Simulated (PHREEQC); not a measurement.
A solution holds 0.048 mol CdCl2 and 0.082 mol MnSO4 per kg of water, at 20 °C. Closed to the air; pH follows from the charge balance.

Computed with PHREEQC (ion-association model, phreeqc.dat).

This is a speciation only: nothing precipitates in the calculation.

Problem. Predict the pH, ionic strength.

Solution. pH 5.81; ionic strength 0.259 mol/kgw.

Problem. In which forms is Mn present?

Solution. Mn+2 64 %, MnSO4 31 %, MnCl+ 5.1 % of the Mn.

Complexes and solids missing from the database can't appear.
